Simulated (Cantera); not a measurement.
**Equilibrium for boron, boron nitride and boron oxide: B2O3 + O2 + H2O**

Input: 1 mol B2O3, 0.36 mol O2, 13 mol H2O, held at 36000 Pa.

These are equilibrium values from Cantera (NASA tables, ideal gas, pure condensed phases), not measurements of a reactor. Candidate condensed phases: B, B2O3, B3O3H3, H2O; 23 gas species. Gases not in the tables: H3BO3. Kinetics and transport are ignored.

```tsv
T (K)	log p H2O	log p HBO2	log p O2	log p H2	log p OH	log p (HBO2)3	n B2O3(l)
975	-0.46	-5.05	-2.01	-9.85	-7.22	-2.19	0.647
1175	-0.46	-3.47	-2.01	-7.58	-5.74	-2.58	0.848
1375	-0.46	-2.37	-2.02	-5.97	-4.69	-2.88	0.847
1575	-0.49	-1.59	-2.03	-4.78	-3.92	-3.15	0.457
1775	-0.52	-1.31	-2.05	-3.87	-3.33	-4.34	0
1975	-0.52	-1.32	-2.05	-3.12	-2.85	-5.93	0
2175	-0.53	-1.33	-2.03	-2.53	-2.45	-7.24	0
2375	-0.55	-1.35	-1.97	-2.07	-2.11	-8.34	0
```
log p: log10 of the partial pressure in bar; n: condensed amount in mol.

From 975 K to 1575 K the condensed part is B2O3(l). From 1775 K to 2375 K nothing is condensed.
